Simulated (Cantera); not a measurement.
A freely propagating, adiabatic, planar premixed flame of CH4 : O2 : N2 = 1 : 1.54 : 7.54 (molar parts), unburnt at 373 K and 0.700 bar; mixture-averaged transport, grid criteria slope 0.08 and curve 0.16, no radiation.

Computed with Cantera and GRI-Mech 3.0 (53 species, 325 reactions). Burning velocities carry a grid error of a few per cent, more on coarse grids.

**Question.** What does this change do: inlet temperature 373 to 600 K?

**Answer.** 
| quantity | before | after |
|---|---|---|
| laminar burning velocity | 18.1 cm/s | 65.4 cm/s |
| thermal thickness | 1.33 mm | 0.725 mm |
| peak x(CH2O) | 0.000686 | 0.000853 |
| peak x(CO) | 0.0552 | 0.0602 |
| peak x(H2) | 0.0394 | 0.0397 |

**Question.** What does this change do: O2 1.54 to 1.9 parts?

**Answer.** 
```
quantity                     before      after
------------------------  ---------  ---------
laminar burning velocity  18.1 cm/s  56.2 cm/s
thermal thickness           1.33 mm   0.571 mm
peak x(CH2O)               0.000686   0.000917
peak x(CO)                   0.0552     0.0508
peak x(H2)                   0.0394     0.0239
```
